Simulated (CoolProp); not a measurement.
Tetrahydrofuran at several states: Z from the reference equation and from simpler models built on Tc = 267.0 °C, pc = 53.04 bar, ω = 0.234; each cubic takes its own stable root.

Model: reference Helmholtz-energy equation of state, Fiedler 2023, in CoolProp.

```json
[
 {"T (°C)": "7.35", "p (bar)": "0.589", "phase": "liquid", "reference": "0.002021"},
 {"T (°C)": "269.05", "p (bar)": "0.109", "phase": "gas", "reference": "0.9993"},
 {"T (°C)": "39.85", "p (bar)": "5.75", "phase": "liquid", "reference": "0.01840"},
 {"T (°C)": "265.15", "p (bar)": "0.104", "phase": "gas", "reference": "0.9993"}
]
```

### Question
How far does each simpler model (van der Waals, Redlich-Kwong, Peng-Robinson) lie from the reference over these 4 states: mean and median of the absolute difference, and the worst?

### Answer
- van der Waals: mean 12176.4 %, median 31.3 %, worst +48643.2 % at 7.35 °C and 0.589 bar
- Redlich-Kwong: mean 5.1 %, median 5.0 %, worst +10.2 % at 39.85 °C and 5.75 bar
- Peng-Robinson: mean 2.2 %, median 2.1 %, worst -4.7 % at 39.85 °C and 5.75 bar

At some of these states van der Waals gives the other phase, because its saturation line lies elsewhere.
